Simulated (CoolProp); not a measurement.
A Linde-Hampson liquefier for ethane: isothermal reversible compression at 320 K from 1 atm to 40 MPa, throttling to 1 atm, return gas leaving the recuperator 0 K below the feed. Each further row changes one setting.

The numbers come from the reference Helmholtz-energy equation of state, Bücker 2006 in CoolProp.

```csv
case,liquid yield per pass,compression work (kJ/kg of gas)
as stated,0.461,414
high pressure 80 MPa,0.410,499
warm-end temperature 350 K,0.392,482
warm-end gap 5 K,0.454,414
```
